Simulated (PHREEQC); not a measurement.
A solution holds 0.036 mol HF, 0.015 mol KF and 0.00096 mol H2SO4 per kg of water, at 25 °C. Closed to the air; pH follows from the charge balance.

The numbers come from PHREEQC with the ion-association model, wateq4f.dat.

```yaml
pH: 2.77
ionic_strength: 0.0177 mol/kgw
total_alkalinity: -37.9 meq/kg
```

| species | molality | activity | log γ |
|---|---|---|---|
| HF | 0.0298 | 0.0299 | 0.002 |
| K+ | 0.0149 | 0.0131 | -0.059 |
| F- | 0.0135 | 0.0118 | -0.059 |
| H2F2 | 0.00232 | 0.00233 | 0.002 |
| H+ | 0.00189 | 0.00169 | -0.049 |
| HF2- | 0.00155 | 0.00135 | -0.059 |
| SO4-2 | 0.000818 | 0.000489 | -0.223 |
| HSO4- | 9.15e-5 | 8.03e-5 | -0.057 |
| KSO4- | 5.09e-5 | 4.49e-5 | -0.055 |

No solid was allowed to form. Species that the database lacks are ignored. wateq4f.dat counts part of the HF as a dimer, H2F2, which phreeqc.dat doesn't know; its constant is uncertain.
